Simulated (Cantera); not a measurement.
## Equilibrium for sublimation and decomposition of ceramics: SiO₂ + Si + N₂

A closed system holds: 1 mol SiO₂, 0.0029 mol Si, 0.018 mol N₂, held at 13300 Pa.

Equilibrium computed with Cantera from the NASA thermochemical tables; the gas is ideal and each condensed phase is pure. Candidate condensed phases: Si, SiO₂, Si₂N₂O, Si₃N₄; 16 gas species. N₂ is the only nitrogen source here; it is nearly inert below about 1500 K, so the nitride shown seldom forms there in practice. Mutual solubility and eutectic melting of coexisting phases are not modelled. The tables hold silica as quartz up to 1696 K and as liquid above; real silica turns to tridymite and cristobalite and melts near 1996 K. Equilibrium is a limit: real reactors are often held back by kinetics, nucleation or transport.

From 1127 °C to 1327 °C the condensed part is SiO₂(β-quartz) + Si₂N₂O(s). From 1427 °C to 1627 °C the condensed part is SiO₂(condensed) + Si₂N₂O(s). At 1727 °C the condensed part is SiO₂(l). The main Si-bearing gas is SiO throughout.

```
T (°C)  log p N₂  log p SiO  log p Si  log p SiO₂  log p SiN  log p NO  log p Si₂N  log p O  n SiO₂(β-quartz)  n Si₂N₂O(s)  n SiO₂(condensed)  n SiO₂(l)
------  --------  ---------  --------  ----------  ---------  --------  ----------  -------  ----------------  -----------  -----------------  ---------
1127       -0.88      -6.61      <-12        <-12       <-12      <-12        <-12     <-12             0.999      0.00193                  0          0
1227       -0.88      -5.36    -12.13      -11.67     -12.46    -12.09        <-12     <-12             0.999      0.00193                  0          0
1327       -0.88      -4.27    -10.46      -10.38     -10.97    -11.26        <-12     <-12             0.999      0.00193                  0          0
1427       -0.88      -3.31     -9.00       -9.25      -9.65    -10.53      -12.22   -12.29                 0      0.00191              0.999          0
1527       -0.89      -2.47     -7.68       -8.26      -8.48     -9.89      -10.46   -11.37                 0      0.00179              0.999          0
1627       -0.95      -1.70     -6.48       -7.38      -7.43     -9.37       -8.84   -10.57                 0     0.000925              0.998          0
1727       -1.00      -1.49     -6.36       -6.59      -7.44     -8.42       -9.32    -9.37                 0            0                  0      0.997
```
log p: log10 of the partial pressure in bar; n: condensed amount in mol.
